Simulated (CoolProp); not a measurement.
Vapour pressure (MPa) of methane: the reference equation beside estimates from Tc = 190.6 K, pc = 4.599 MPa, ω = 0.011. Clausius-Clapeyron is anchored at 153.4 K with a constant enthalpy of vaporisation of 6.415 kJ/mol.

Model: reference Helmholtz-energy equation of state, Setzmann 1991, in CoolProp.

| T (K) | reference | Lee-Kesler | Clausius-Clapeyron | van der Waals | Redlich-Kwong | Soave-Redlich-Kwong | Peng-Robinson |
|---|---|---|---|---|---|---|---|
| 128.8 | 0.3416 | 0.3409 | 0.4626 | 0.7691 | 0.2970 | 0.3400 | 0.3435 |
| 134.9 | 0.4876 | 0.4879 | 0.6065 | 0.9760 | 0.4418 | 0.4881 | 0.4904 |
| 141.1 | 0.6784 | 0.6796 | 0.7798 | 1.220 | 0.6349 | 0.6823 | 0.6826 |
| 147.2 | 0.9141 | 0.9160 | 0.9782 | 1.496 | 0.8768 | 0.9227 | 0.9201 |
| 153.4 | 1.209 | 1.211 | 1.209 | 1.814 | 1.182 | 1.224 | 1.218 |
| 159.6 | 1.567 | 1.568 | 1.470 | 2.172 | 1.553 | 1.589 | 1.579 |
| 165.7 | 1.987 | 1.988 | 1.756 | 2.564 | 1.989 | 2.016 | 2.003 |
| 171.9 | 2.492 | 2.491 | 2.077 | 3.005 | 2.509 | 2.528 | 2.513 |
| 178 | 3.074 | 3.073 | 2.423 | 3.481 | 3.102 | 3.112 | 3.098 |
| 184.2 | 3.764 | 3.766 | 2.803 | 4.009 | 3.793 | 3.796 | 3.786 |

Absolute difference from the reference over all 10 rows, mean and median: Lee-Kesler 0.1 and 0.1 %, Clausius-Clapeyron 16.3 and 15.8 %, van der Waals 52.7 and 44.3 %, Redlich-Kwong 3.9 and 1.6 %, Soave-Redlich-Kwong 1.0 and 1.1 %, Peng-Robinson 0.7 and 0.7 %.
